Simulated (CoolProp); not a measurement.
Computed with CoolProp (reference Helmholtz-energy equation of state, Lemmon 2016).

### Question
For R115, give the phase and the cv (kJ/(kg K)), expansivity (1/kK) at 252.4 K and 60.8 bar; 252.4 K and 69.5 bar; 252.4 K and 78.2 bar.

### Answer
- 252.4 K and 60.8 bar: liquid; cv 0.652, expansivity 2.24
- 252.4 K and 69.5 bar: liquid; cv 0.652, expansivity 2.21
- 252.4 K and 78.2 bar: liquid; cv 0.652, expansivity 2.17
